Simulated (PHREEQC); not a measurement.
Solution A (11 mmol/kgw KCl, 32 mmol/kgw K2SO4 and 0.00091 mmol/kgw H4SiO4) is mixed with solution B (0.0016 mol NaH2PO4 and 0.013 mol KOH per kg of water) at 25 °C; shares are by mass of water, 1 kg in all. Oxygen alone is held at its pressure in air (log pO2 = -0.68). No CO2 enters from the air. Solids allowed: SiO2(a), Halite, Sylvite. Others were left out.

Equilibrium calculation in PHREEQC: ion-association model, phreeqc.dat.

**Question.** Predict pH at share of solution B = 0.45, 0.55, 0.75.

**Answer.** 
```csv
share of solution B,pH
0.45,11.58
0.55,11.67
0.75,11.82
```

Complexes and solids missing from the database can't appear.
